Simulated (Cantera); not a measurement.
Input (Python, Cantera) and output of one run.

```python
import numpy as np
import cantera as ct

gas_names = """
    C CH CH2 CH3 CH2OH CH3O CH4 CH3OH CO CO2 COOH C2 C2H CHCO,ketyl C2H2,acetylene C2H2,vinylidene
    CH2CO,ketene C2H3,vinyl CH3CO,acetyl C2H4 C2H4O,ethylen CH3CHO,ethanal CH3COOH (HCOOH)2 C2H5 C2H6
    CH3OCH3 C2H5OH C2O C3 C3H3,propargyl C3H4,allene C3H4,propyne C3H4,cyclo- C3H5,allyl C3H6,propylene
    C3H6,cyclo- C3H6O C3H7,n-propyl C3H7,i-propyl C3H8 C3H8O,1propanol C3H8O,2propanol C3O2 C4 C4H2
    C4H4,1,3-cyclo- C4H6,butadiene C4H6,2-butyne C4H6,cyclo- C4H8,1-butene C4H8,cis2-buten
    C4H8,tr2-butene C4H8,isobutene C4H8,cyclo- (CH3COOH)2 C4H9,n-butyl C4H9,i-butyl C4H9,s-butyl
    C4H9,t-butyl C4H10,isobutane C4H10,n-butane C5 C5H6,1,3cyclo- C5H8,cyclo- C5H10,1-pentene
    C5H10,cyclo- C5H11,pentyl C5H11,t-pentyl C5H12,n-pentane C5H12,i-pentane CH3C(CH3)2CH3 C6H2
    C6H5,phenyl C6H5O,phenoxy C6H6 C6H5OH,phenol C6H10,cyclo- C6H12,1-hexene C6H12,cyclo- C6H13,n-hexyl
    C7H7,benzyl C7H8 C7H8O,cresol C7H14,1-heptene C7H15,n-heptyl C7H16,n-heptane C8H8,styrene
    C8H10,ethylbenz C8H16,1-octene C8H17,n-octyl C8H18,isooctane C8H18,n-octane C9H19,n-nonyl
    C10H8,naphthale C10H21,n-decyl C12H9,o-bipheny C12H10,bipheny H HCO HO2 H2 HCHO,formaldehy HCOOH H2O
    H2O2 O OH O2 O3 Ti TiO TiO2
""".split()
cond_names = """
    C(gr) C6H6(L) C7H8(L) C8H18(L),n-octa H2O(s) H2O(L) Ti(a) Ti(b) Ti(L) TiC(s) TiC(L) TiO(a) TiO(b)
    TiO(L) TiO2(ru) TiO2(L) Ti2O3(a) Ti2O3(b) Ti2O3(L) Ti3O5(a) Ti3O5(b) Ti3O5(L) Ti4O7(s) Ti4O7(L)
""".split()


def load(file, names, dense=False):
    # The tables refer to 1 bar. Condensed volumes are neglected.
    table = {s.name: s for s in ct.Species.list_from_file(file)}
    out = []
    for n in names:
        d = dict(table[n].input_data)
        d["thermo"] = dict(d["thermo"], **{"reference-pressure": 1e5})
        if dense:
            d["equation-of-state"] = {"model": "constant-volume", "density": "1e6 g/cm^3"}
        out.append(ct.Species.from_dict(d))
    return out


gas = ct.Solution(thermo="ideal-gas", species=load("nasa_gas.yaml", gas_names))
cond = {s.name: ct.Solution(thermo="fixed-stoichiometry", species=[s], name=s.name)
        for s in load("nasa_condensed.yaml", cond_names, dense=True)}
atoms = {
    'Ti(OiPr)4': {'Ti': 1, 'C': 12, 'H': 28, 'O': 4},
    'O2': {'O': 2},
}
top_T = {'C(gr)': 4500}  # K; cautious upper limits of use, not melting points


def equilibrate(T, P, feed):
    n = {}
    for name, mol in feed.items():
        for a, k in atoms[name].items():
            n[a] = n.get(a, 0.0) + k * mol
    gas.TPX = T, P, n
    mass = sum(n.values()) * gas.mean_molecular_weight
    gas.equilibrate("TP")
    valid = [c for c in cond.values() if c.min_temp <= T <= top_T.get(c.name, c.max_temp)]
    mix = ct.Mixture([(gas, mass / gas.mean_molecular_weight)] + [(c, 0.0) for c in valid])
    mix.T, mix.P = T, P
    mix.equilibrate("TP", solver="vcs", rtol=1e-11, max_steps=5000)
    return mix


results = []
feed = {'Ti(OiPr)4': 1, 'O2': 0.32}  # mol
P = 1333.22  # Pa
for T in [1223, 1298, 1373, 1448, 1523, 1598, 1673, 1748, 1823, 1898, 1973, 2048]:
    mix = equilibrate(T, P, feed)
    results.append((T, P, feed, dict(zip(mix.species_names, mix.species_moles))))
    x = sorted(zip(gas.X, gas.species_names), reverse=True)
    print(f"T = {T:g} K  P = {P:g} Pa  gas = {mix.phase_moles(0):.4g} mol")
    print("   x: " + "  ".join(f"{s} {v:.3e}" for v, s in x if v > 1e-05))
    print("   condensed (mol): " + ("  ".join(f"{mix.phase(i).name} {mix.phase_moles(i):.4g}"
          for i in range(1, mix.n_phases) if mix.phase_moles(i) > 1e-12) or "none"))
```

Result:

```
T = 1223 K  P = 1333.22 Pa  gas = 16.97 mol
   x: H2 8.247e-01  CO 1.752e-01  CH4 1.208e-04  H2O 3.869e-05
   condensed (mol): C(gr) 9.025  Ti3O5(b) 0.3333
T = 1298 K  P = 1333.22 Pa  gas = 18.64 mol
   x: H2 7.510e-01  CO 2.489e-01  CH4 5.990e-05  H2O 2.316e-05
   condensed (mol): C(gr) 6.359  TiC(s) 1
T = 1373 K  P = 1333.22 Pa  gas = 18.64 mol
   x: H2 7.510e-01  CO 2.489e-01  CH4 3.786e-05  H 2.499e-05  H2O 1.167e-05
   condensed (mol): C(gr) 6.359  TiC(s) 1
T = 1448 K  P = 1333.22 Pa  gas = 18.64 mol
   x: H2 7.510e-01  CO 2.489e-01  H 6.918e-05  CH4 2.509e-05
   condensed (mol): C(gr) 6.36  TiC(s) 1
T = 1523 K  P = 1333.22 Pa  gas = 18.64 mol
   x: H2 7.509e-01  CO 2.489e-01  H 1.734e-04  CH4 1.731e-05
   condensed (mol): C(gr) 6.359  TiC(s) 1
T = 1598 K  P = 1333.22 Pa  gas = 18.64 mol
   x: H2 7.507e-01  CO 2.489e-01  H 3.994e-04  C2H2,acetylene 2.022e-05  CH4 1.237e-05
   condensed (mol): C(gr) 6.359  TiC(s) 1
T = 1673 K  P = 1333.22 Pa  gas = 18.65 mol
   x: H2 7.503e-01  CO 2.488e-01  H 8.543e-04  C2H2,acetylene 4.275e-05
   condensed (mol): C(gr) 6.358  TiC(s) 1
T = 1748 K  P = 1333.22 Pa  gas = 18.66 mol
   x: H2 7.495e-01  CO 2.487e-01  H 1.713e-03  C2H2,acetylene 8.463e-05
   condensed (mol): C(gr) 6.357  TiC(s) 1
T = 1823 K  P = 1333.22 Pa  gas = 18.67 mol
   x: H2 7.481e-01  CO 2.485e-01  H 3.245e-03  C2H2,acetylene 1.581e-04
   condensed (mol): C(gr) 6.354  TiC(s) 1
T = 1898 K  P = 1333.22 Pa  gas = 18.69 mol
   x: H2 7.457e-01  CO 2.482e-01  H 5.846e-03  C2H2,acetylene 2.805e-04
   condensed (mol): C(gr) 6.349  TiC(s) 1
T = 1973 K  P = 1333.22 Pa  gas = 18.73 mol
   x: H2 7.418e-01  CO 2.477e-01  H 1.006e-02  C2H2,acetylene 4.752e-04
   condensed (mol): C(gr) 6.342  TiC(s) 1
T = 2048 K  P = 1333.22 Pa  gas = 18.8 mol
   x: H2 7.357e-01  CO 2.469e-01  H 1.663e-02  C2H2,acetylene 7.713e-04
   condensed (mol): C(gr) 6.331  TiC(s) 1
```

Cantera equilibrium calculation (NASA polynomials, part measured and part estimated; ideal gas, pure solids and liquids). The feed counts by its element totals alone. TiC: taken at fixed stoichiometry.
